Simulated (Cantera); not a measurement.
Input: 1 mol Cu₂O, 640 mol H₂, 0.044 mol H₂O, at 0.370 bar.

Equilibrium computed with Cantera from the NASA thermochemical tables; the gas is ideal and each condensed phase is pure. Candidate condensed phases: Cu, CuO, Cu(OH)₂, Cu₂O, H₂O; 12 gas species. Kinetics and transport are ignored.

Question: Which condensed phases are stable at each of these points (T (°C)): 625, 725, 825, 925, 1025, 1125, 1225, 1325, 1425, 1525, 1625, 1725, 1825?

Answer: 
```json
[
 {"T (°C)": "625", "condensed phases": "Cu(s)", "Cu condensed (%)": "100.0"},
 {"T (°C)": "725", "condensed phases": "Cu(s)", "Cu condensed (%)": "100.0"},
 {"T (°C)": "825", "condensed phases": "Cu(s)", "Cu condensed (%)": "100.0"},
 {"T (°C)": "925", "condensed phases": "Cu(s)", "Cu condensed (%)": "100.0"},
 {"T (°C)": "1025", "condensed phases": "Cu(s)", "Cu condensed (%)": "100.0"},
 {"T (°C)": "1125", "condensed phases": "Cu(l)", "Cu condensed (%)": "99.9"},
 {"T (°C)": "1225", "condensed phases": "Cu(l)", "Cu condensed (%)": "99.3"},
 {"T (°C)": "1325", "condensed phases": "Cu(l)", "Cu condensed (%)": "96.7"},
 {"T (°C)": "1425", "condensed phases": "Cu(l)", "Cu condensed (%)": "86.6"},
 {"T (°C)": "1525", "condensed phases": "Cu(l)", "Cu condensed (%)": "54.0"},
 {"T (°C)": "1625", "condensed phases": "gas only", "Cu condensed (%)": "0.0"},
 {"T (°C)": "1725", "condensed phases": "gas only", "Cu condensed (%)": "0.0"},
 {"T (°C)": "1825", "condensed phases": "gas only", "Cu condensed (%)": "0.0"}
]
```

From 625 °C to 1025 °C the condensed part is Cu(s). From 1125 °C to 1525 °C the condensed part is Cu(l). From 1625 °C to 1825 °C nothing is condensed.
